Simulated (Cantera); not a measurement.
Charge: 1 mol CH3Cl, 1.4 mol Si, 0.49 mol H2, at 2298 K.

Equilibrium computed with Cantera from the NASA thermochemical tables; the gas is ideal and each condensed phase is pure. Candidate condensed phases: C, C6H6, C7H8, C8H18, Si, SiC; 109 gas species. Mutual solubility and eutectic melting of coexisting phases are not modelled. Gases not in the tables: Si2H6 and higher silanes. Kinetics and transport are ignored.

Question: Which condensed phases are stable at each of these points (P (Pa)): 1, 5.20, 27, 140, 720, 3700, 19000, 100000?

Answer: 
```json
[
 {"P (Pa)": "1", "condensed phases": "C(graphite)", "Si condensed (%)": "0.0"},
 {"P (Pa)": "5.20", "condensed phases": "C(graphite)", "Si condensed (%)": "0.0"},
 {"P (Pa)": "27", "condensed phases": "C(graphite)", "Si condensed (%)": "0.0"},
 {"P (Pa)": "140", "condensed phases": "SiC(s)", "Si condensed (%)": "63.1"},
 {"P (Pa)": "720", "condensed phases": "SiC(s)", "Si condensed (%)": "70.0"},
 {"P (Pa)": "3700", "condensed phases": "Si(l) + SiC(s)", "Si condensed (%)": "75.3"},
 {"P (Pa)": "19000", "condensed phases": "Si(l) + SiC(s)", "Si condensed (%)": "80.5"},
 {"P (Pa)": "100000", "condensed phases": "Si(l) + SiC(s)", "Si condensed (%)": "81.6"}
]
```

From 1.00 Pa to 27.0 Pa the condensed part is C(graphite). From 1.40 mbar to 7.20 mbar the condensed part is SiC(s). From 37.0 mbar to 1.00 bar the condensed part is Si(l) + SiC(s).
